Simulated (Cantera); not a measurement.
Cantera with NASA thermochemical tables; ideal gases at 1 bar, condensed phases pure. Values are per mole of reaction as written; species without (g) are pure solids or liquids, kept so even where they would boil at 1 bar.

4 PH3(g) + 8 O2(g) = P4O10(g) + 6 H2O(g)

| T (K) | ΔH° (kJ) | ΔS° (J/K) | ΔG° (kJ) | log10 K |
|---|---|---|---|---|
| 425 | -4374.4 | -938.9 | -3975.3 | 488.58 |
| 450 | -4373.7 | -937.3 | -3951.9 | 458.71 |
| 475 | -4372.9 | -935.7 | -3928.5 | 432.00 |
| 500 | … | … | … | … |
| 525 | … | … | … | … |
| 550 | -4370.6 | -931.2 | -3858.5 | 366.44 |
| 575 | -4369.9 | -929.9 | -3835.2 | 348.39 |
| 600 | -4369.1 | -928.6 | -3812.0 | 331.86 |

Q: What belongs in the gaps?

A: 
- 500, ΔH° (kJ): -4372.2
- 500, ΔS° (J/K): -934.2
- 500, ΔG° (kJ): -3905.1
- 500, log10 K: 407.95
- 525, ΔH° (kJ): -4371.4
- 525, ΔS° (J/K): -932.7
- 525, ΔG° (kJ): -3881.8
- 525, log10 K: 386.21
